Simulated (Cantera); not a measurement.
Feed: 1 mol SiCl4, 0.07 mol Cl2, 190 mol H2, equilibrated at 0.620 bar.

Cantera equilibrium calculation (NASA polynomials, part measured and part estimated; ideal gas, pure solids and liquids). Candidate condensed phases: Si; 19 gas species. Gases not in the tables: Si2H6 and higher silanes. Rates play no part.

Task: What share of the Si ends up in condensed phases as a function of T (K), at 923, 1023, 1123, 1223, 1323, 1423, 1523, 1623, 1723, 1823?

Result: 
```
T (K)  Si condensed (%)     as
-----  ----------------  -----
923                 0.0      -
1023                8.4  Si(s)
1123               34.8  Si(s)
1223               59.4  Si(s)
1323               71.9  Si(s)
1423               75.2  Si(s)
1523               75.3  Si(s)
1623               74.5  Si(s)
1723               74.7  Si(l)
1823               76.9  Si(l)
```
